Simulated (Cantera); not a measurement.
Standard-state values (1 bar) from the NASA 1993 polynomials, evaluated with Cantera. Values are per mole of reaction as written; species without (g) are pure solids or liquids, kept so even where they would boil at 1 bar. VN: taken at fixed stoichiometry.

Q: Between 300 and 2100 K, where is each reaction favourable under standard conditions?
- 6 N(g) + 3 V2O4 ⇌ 4 O3(g) + 6 VN
- V2O3 + 2 O(g) ⇌ V2O5

A: 
- 6 N(g) + 3 V2O4 ⇌ 4 O3(g) + 6 VN: ΔG° is 725 kJ at 300 K and 1187 kJ at 2100 K; it stays positive (K < 1). ΔH° is 219 kJ and ΔS° -461 J/K at 2100 K.
- V2O3 + 2 O(g) ⇌ V2O5: ΔG° is -743 kJ at 300 K and -293 kJ at 2100 K; it stays negative (K > 1). ΔH° is -773 kJ and ΔS° -229 J/K at 2100 K.
